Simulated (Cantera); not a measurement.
Feed: 1 mol TiC, 0.013 mol C, 0.016 mol H2, held at 0.150 bar.

Method: chemical equilibrium by Gibbs-energy minimisation in Cantera with the NASA 1993 tables (ideal gas, pure condensed phases). Candidate condensed phases: C, C6H6, C7H8, C8H18, Ti, TiC; 77 gas species. TiC: taken at fixed stoichiometry. The numbers say what is thermodynamically allowed, not how fast it happens.

x: gas mole fraction; n: condensed amount in mol.

```
T (K)   x H2         x H  x C2H2 (acetylene)       x C2H      x C4H2       x CH4        x Ti  n C(graphite)  n TiC(s)
-----  -----  ----------  ------------------  ----------  ----------  ----------  ----------  -------------  --------
1950   0.996     0.00295            0.000545     2.54e-8     1.19e-7     7.25e-5     1.88e-9         0.0130      1.00
2050   0.993  (withheld)          (withheld)  (withheld)  (withheld)  (withheld)  (withheld)         0.0130      1.00
2150   0.987      0.0108             0.00191     6.30e-7     1.50e-6     4.29e-5     7.55e-8         0.0129      1.00
2250   0.978  (withheld)          (withheld)  (withheld)  (withheld)  (withheld)  (withheld)         0.0129      1.00
2350   0.963      0.0316             0.00531     8.91e-6     1.20e-5     2.71e-5     1.60e-6         0.0128      1.00
2450   0.941      0.0503             0.00821     2.83e-5     2.95e-5     2.17e-5     6.08e-6         0.0127      1.00
2550   0.911      0.0769              0.0121     8.14e-5     6.66e-5     1.72e-5     2.08e-5         0.0126      1.00
2650   0.870       0.113              0.0171    0.000214    0.000139     1.36e-5     6.47e-5         0.0124     1.000
```

Task: What belongs in the gaps?

Result: 
- 2250, x H: 0.0190
- 2250, x C2H2 (acetylene): 0.00327
- 2250, x C2H: 2.52e-6
- 2250, x C4H2: 4.47e-6
- 2250, x CH4: 3.39e-5
- 2250, x Ti: 3.72e-7
- 2050, x H: 0.00584
- 2050, x C2H2 (acetylene): 0.00105
- 2050, x C2H: 1.37e-7
- 2050, x C4H2: 4.51e-7
- 2050, x CH4: 5.52e-5
- 2050, x Ti: 1.31e-8
